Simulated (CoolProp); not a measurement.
Aqueous methanol as a coolant, at 12 °C, 1 atm.

Values from CoolProp's Melinder's fits for secondary coolants.

```tsv
mass %	freezing point (°C)	cp (kJ/(kg K))	density (kg/m³)	conductivity (W/(m K))	viscosity (mPa s)
3.6	-2.1	4.227	993.1	0.563	1.38
8.2	-5.2	4.226	[?]	0.537	1.58
12.7	-8.7	4.191	979.4	0.513	1.78
17.3	-12.6	4.136	973.1	0.489	1.96
21.9	-16.9	4.072	966.8	0.465	2.13
26.4	-21.6	4.006	960.5	0.443	2.25
31	-26.9	3.933	953.7	[?]	2.33
35.6	-32.7	3.855	946.5	0.401	2.37
40.1	[?]	3.771	939.0	0.381	2.37
44.7	-45.8	3.674	930.9	0.363	2.32
49.3	-53.3	3.568	922.3	0.345	2.25
53.8	-61.2	3.458	[?]	0.330	2.15
```

Task: Complete the blanks.

Result: 
- 8.2, density (kg/m³): 985.8
- 31, conductivity (W/(m K)): 0.421
- 40.1, freezing point (°C): -38.8
- 53.8, density (kg/m³): 913.4
